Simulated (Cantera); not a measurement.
A perfectly stirred reactor is fed with 4.99 % CO, 1.20 % H2, 2.99 % CH4, 6.99 % O2, 83.8 % N2, at 3.95 atm; it is adiabatic with a 748 K inlet, and is followed from long to short residence time, starting on the burning branch (τ in s: 0.21, 0.07, 0.023, 0.0077, 0.0026, 0.00085, 0.00028, 9.3e-05, 3.1e-05, 1e-05, 3.4e-06).

Cantera simulation using GRI-Mech 3.0 (53 species, 325 reactions); the numbers are that mechanism's predictions, not measurements.

Task: Predict: blow-out, bracketed by the residence times tried; x(CO) at τ = 0.210 s; x(H2) at τ = 0.210 s; x(CH4) at τ = 0.210 s; x(H) at τ = 0.210 s; x(HCN) at τ = 0.210 s; x(CO) at τ = 0.850 ms; x(H2) at τ = 0.850 ms; x(CH4) at τ = 0.850 ms.

Result: 
```
Property                                                                       Value
------------------------------------------------  ----------------------------------
blow-out, bracketed by the residence times tried  burning at 7.70 ms, out at 2.60 ms
x(CO) at τ = 0.210 s                                                          0.0285
x(H2) at τ = 0.210 s                                                         0.00964
x(CH4) at τ = 0.210 s                                                        0.00103
x(H) at τ = 0.210 s                                                          1.46e-5
x(HCN) at τ = 0.210 s                                                        1.17e-6
x(CO) at τ = 0.850 ms                                                         0.0499
x(H2) at τ = 0.850 ms                                                         0.0120
x(CH4) at τ = 0.850 ms                                                        0.0299
```
